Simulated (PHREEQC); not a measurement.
Make-up at 13 °C: 0.2 mol/kgw HCl and 0.057 mol/kgw FeSO4. It is in equilibrium with CO2 at log p = -3.4 (atm). Otherwise closed; pH follows from the charge balance.

Equilibrium calculation in PHREEQC: ion-association model, wateq4f.dat.

This is a speciation only: nothing precipitates in the calculation.

Problem. Order these Fe species by the share of Fe that they hold, largest first: FeCl+, Fe+2, FeSO4, FeHSO4+.

Solution. Fe+2 (77 %), FeHSO4+ (9.4 %), FeSO4 (8.1 %), FeCl+ (5.8 %)

The pH is 0.91 and the ionic strength 0.309 mol/kgw. Species that the database lacks are ignored. Constants without temperature data keep their 25 °C values here.
